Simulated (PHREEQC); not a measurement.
Solution (25 °C): 0.032 mol/kgw HCl, 0.0027 mol/kgw LiCl and 3.6e-05 mol/kgw Fe2(SO4)3. Closed to the air; pH follows from the charge balance.

Computed with PHREEQC (ion-association model, wateq4f.dat).

This is a speciation only: nothing precipitates in the calculation.

Question: Estimate the pH.

Answer: pH 1.56.

Question: In which forms is Fe present?

Answer: Fe+3 58 %, FeCl+2 28 %, FeOH+2 7.4 %, FeSO4+ 4.2 %, FeCl2+ 2.2 %, FeHSO4+2 0.5 % of the Fe.

Saturation is exceeded, for instance for Hematite (slow to form), Goethite (slow to form); the values hold only as long as no solid forms. Complexes and solids missing from the database can't appear.
